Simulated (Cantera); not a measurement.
An isothermal, constant-pressure homogeneous reactor starts with NO : N₂ = 1 : 0.14 (molar parts), at 1675 K and 100.0 Torr.

Detailed kinetics in Cantera: GRI-Mech 3.0 (53 species, 325 reactions).

Problem. Predict: x(NO) at 10.0 s; x(NO₂) at 10.0 s; x(O) at 10.0 s; x(N₂) at 10.0 s; x(O₂) at 10.0 s.

Solution. 
```
Item                                                 Value
----------------  ----------------------------------------
x(NO) at 10.0 s      0.748 (gas-phase equilibrium 0.00322)
x(NO₂) at 10.0 s  0.000501 (gas-phase equilibrium 5.62e-6)
x(O) at 10.0 s     2.62e-5 (gas-phase equilibrium 6.22e-5)
x(N₂) at 10.0 s        0.187 (gas-phase equilibrium 0.560)
x(O₂) at 10.0 s       0.0642 (gas-phase equilibrium 0.437)
```
